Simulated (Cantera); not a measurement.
An isothermal plug-flow reactor at 1298 K and 0.809 atm (inlet), inlet velocity 0.84 m/s, active area per volume 150 1/m; feed 0.351 % CH4, 3.03 % O2, 95.7 % N2, 0.885 % H2O.

Detailed kinetics in Cantera: Deutschmann's 1995 Pt surface mechanism with GRI-Mech 3.0 gas chemistry. Catalytic surfaces can have several steady states; this one follows from the mechanism file's or the stated starting coverage. Mass transfer to the wall is taken as infinitely fast.

x: gas mole fraction; θ: surface coverage.

```tsv
z (m)	x CH4	x O2	x H2O	x CO2	x CO	θ free Pt	θ O*	θ OH*
8.4e-05	0.00345	0.0302	0.00897	?	7.88e-6	0.630	0.369	0.000836
0.00016	0.00339	0.0301	0.00908	?	9.02e-6	0.630	0.369	0.000840
0.00031	0.00328	0.0299	0.00928	?	9.07e-6	0.630	0.369	0.000849
0.00061	0.00306	0.0295	0.00969	?	8.60e-6	0.631	0.368	0.000866
0.0012	0.00267	0.0288	0.0104	?	7.68e-6	0.632	0.367	0.000895
0.0023	0.00206	0.0276	0.0115	?	6.25e-6	0.634	0.365	0.000938
0.0044	0.00123	0.0261	0.0131	?	4.40e-6	0.637	0.362	0.000995
0.0084	0.000432	0.0245	0.0147	?	2.50e-6	0.640	0.359	0.00105
```

Q: Fill in the missing entries.

A: 
- 8.4e-05, x CO2: 5.14e-5
- 0.00016, x CO2: 0.000103
- 0.00031, x CO2: 0.000205
- 0.00061, x CO2: 0.000400
- 0.0012, x CO2: 0.000751
- 0.0023, x CO2: 0.00130
- 0.0044, x CO2: 0.00204
- 0.0084, x CO2: 0.00280
